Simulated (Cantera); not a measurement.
Gas mixture: NH₃ = 0.59 (molar parts), at 0.0133 bar, frozen composition.

Cantera's kinetic-theory transport with the Lennard-Jones parameters of GRI-Mech 3.0, ideal gas; thermal conductivity in the mixture-averaged form. Polar gases are described roughly by these parameters.

D: mixture-averaged diffusion coefficient of that species in the mixture.

```csv
T (K),ρ (kg/m³),cp (J/kg/K),μ (µPa s),λ (mW/m/K),Pr,D (cm²/s) C₂H₂,D (cm²/s) CH₄,D (cm²/s) H₂O
400,0.00683,2269,13.9,44.3,0.713,22.2,29.4,?
500,0.00546,2466,17.4,60.1,0.716,34.0,44.8,?
600,0.00455,2662,20.9,77.4,0.719,47.9,62.7,?
700,0.00390,2844,24.3,95.8,0.721,63.6,83.0,?
800,0.00341,3009,27.5,115,0.721,81.0,105,?
900,0.00303,3162,30.6,134,0.721,100,130,?
1000,0.00273,3319,33.6,154,0.725,121,156,?
```

Some entries are withheld; supply them.


- 400, D (cm²/s) H₂O: 26.7
- 500, D (cm²/s) H₂O: 42.2
- 600, D (cm²/s) H₂O: 61.1
- 700, D (cm²/s) H₂O: 83.3
- 800, D (cm²/s) H₂O: 108
- 900, D (cm²/s) H₂O: 137
- 1000, D (cm²/s) H₂O: 167
